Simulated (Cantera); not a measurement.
Cantera run:

```python
import numpy as np
import cantera as ct

gas_names = [...]  # 95 gases of nasa_gas.yaml made of C, F, H
cond_names = """
    C(gr) C6H6(L) C7H8(L) C8H18(L),n-octa
""".split()


# ... load() reads the species with a 1 bar reference pressure and builds the phases ...
atoms = {
    'CH3F': {'C': 1, 'H': 3, 'F': 1},
    'F2': {'F': 2},
    'H2': {'H': 2},
}
top_T = {'C(gr)': 4500}  # K; cautious upper limits of use, not melting points


# ... equilibrate(T, P, feed) seeds the gas with the atoms and calls Mixture.equilibrate('TP', solver="vcs", rtol=1e-11, max_steps=5000) ...
results = []
feed = {'CH3F': 1, 'F2': 0.51, 'H2': 9.7}  # mol
T = 2973.15  # K
P = 10000  # Pa
mix = equilibrate(T, P, feed)
results.append((T, P, feed, dict(zip(mix.species_names, mix.species_moles))))
print(gas.report(threshold=0.001))
for i in range(1, mix.n_phases):
    print(f"{mix.phase(i).name:16s} {mix.phase_moles(i):12.5e} mol")
```

It prints:

```
       temperature   2973.2 K
          pressure   10000 Pa
           density   0.0020128 kg/m^3
  mean mol. weight   4.9757 kg/kmol
   phase of matter   gas

                          1 kg             1 kmol
                     ---------------   ---------------
          enthalpy        2.4999e+07        1.2439e+08  J
   internal energy        2.0031e+07        9.9669e+07  J
           entropy             45979        2.2878e+05  J/K
    Gibbs function        -1.117e+08       -5.5581e+08  J
 heat capacity c_p            6645.4             33066  J/K
 heat capacity c_v            4974.4             24751  J/K

                      mass frac. Y      mole frac. X     chem. pot. / RT
                     ---------------   ---------------   ---------------
               C2H          0.014203         0.0028234            -19.35
    C2H2,acetylene           0.13803          0.026377           -31.252
                C3          0.014715         0.0020319           -11.172
                 H          0.066053           0.32605           -11.902
                HF           0.55151           0.13716           -41.302
                H2           0.20404           0.50358           -23.804
     [  +89 minor]           0.01145         0.0019729

C(gr)             0.00000e+00 mol
```

Equilibrium computed with Cantera from the NASA thermochemical tables; the gas is ideal and each condensed phase is pure.
